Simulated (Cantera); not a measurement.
Input (Python, Cantera):

```python
import numpy as np
import cantera as ct

gas = ct.Solution("h2o2.yaml")
gas.TPX = 1400, 310, {'H2': 0.21, 'O2': 1, 'N2': 3.8, 'H2O': 0.015}
reactor = ct.IdealGasConstPressureReactor(gas, energy="off", clone=False)
net = ct.ReactorNet([reactor])
net.rtol, net.atol = 1e-08, 1e-18
show = ['H2', 'O2', 'HO2', 'H', 'OH', 'O']
times = np.geomspace(5e-06, 200, 14)

steps = ct.SolutionArray(gas, extra=["t"])
rows = []
print(f"{'t/s':>10s}{'T/K':>9s}{'P/Pa':>11s}" + "".join(f"{s:>11s}" for s in show))
for t in times:
    while net.time < t:
        t_next = net.step()
        steps.append(gas.state, t=t_next)
    rows.append([np.interp(t, steps.t, y) for y in (steps.T, steps.P, *steps(*show).X.T)])
    print(f"{t:10.3e}{rows[-1][0]:9.1f}{rows[-1][1]:11.4g}" + "".join(f"{x:11.3e}" for x in rows[-1][2:]))
rate = np.gradient(steps.T, steps.t)
print("integrator steps:", len(steps.t))
if steps.T.max() > steps.T[0] + 200:
    print(f"time of steepest temperature rise: {steps.t[rate.argmax()]:.4e} s")
gas.TPX = 1400, 310, {'H2': 0.21, 'O2': 1, 'N2': 3.8, 'H2O': 0.015}
gas.equilibrate("TP")
print(f"equilibrium (TP): T = {gas.T:.1f} K  " + "  ".join(f"{s} {gas[s].X[0]:.3e}" for s in show))
```

Result:

```
       t/s      T/K       P/Pa         H2         O2        HO2          H         OH          O
 5.000e-06   1400.0        310  4.179e-02  1.990e-01  2.264e-10  2.247e-10  1.631e-12  1.347e-12
 1.922e-05   1400.0        310  4.179e-02  1.990e-01  8.701e-10  8.501e-10  2.047e-11  1.950e-11
 7.388e-05   1400.0        310  4.179e-02  1.990e-01  3.344e-09  3.098e-09  2.671e-10  2.698e-10
 2.840e-04   1400.0        310  4.179e-02  1.990e-01  1.285e-08  1.077e-08  3.043e-09  3.305e-09
 1.092e-03   1400.0        310  4.179e-02  1.990e-01  4.926e-08  5.867e-08  3.396e-08  4.119e-08
 4.196e-03   1400.0        310  4.178e-02  1.990e-01  1.870e-07  5.731e-06  3.817e-06  4.786e-06
 1.613e-02   1400.0        310  2.180e-03  1.710e-01  1.501e-07  1.160e-02  4.079e-03  2.008e-02
 6.200e-02   1400.0        310  1.994e-03  1.709e-01  1.490e-07  1.123e-02  3.947e-03  2.024e-02
 2.383e-01   1400.0        310  1.916e-03  1.714e-01  1.488e-07  1.043e-02  3.875e-03  1.919e-02
 9.161e-01   1400.0        310  1.637e-03  1.731e-01  1.470e-07  7.864e-03  3.599e-03  1.574e-02
 3.521e+00   1400.0        310  8.909e-04  1.771e-01  1.318e-07  2.883e-03  2.686e-03  7.912e-03
 1.354e+01   1400.0        310  1.623e-04  1.808e-01  6.736e-08  2.108e-04  1.158e-03  1.370e-03
 5.203e+01   1400.0        310  1.455e-05  1.817e-01  1.502e-08  5.586e-06  3.477e-04  1.215e-04
 2.000e+02   1400.0        310  1.884e-06  1.819e-01  1.029e-08  2.598e-07  1.252e-04  1.571e-05
integrator steps: 1452
equilibrium (TP): T = 1400.0 K  H2 8.751e-07  O2 1.819e-01  HO2 1.294e-08  H 8.228e-08  OH 8.534e-05  O 7.296e-06
```

Cantera simulation using the H2/O2 subset of GRI-Mech 3.0, which has no nitrogen chemistry; the numbers are that mechanism's predictions, not measurements. Radical loss at walls, strong at low pressure, is not modelled. The temperature is held fixed by assumption; the heat of reaction is taken as removed at once.
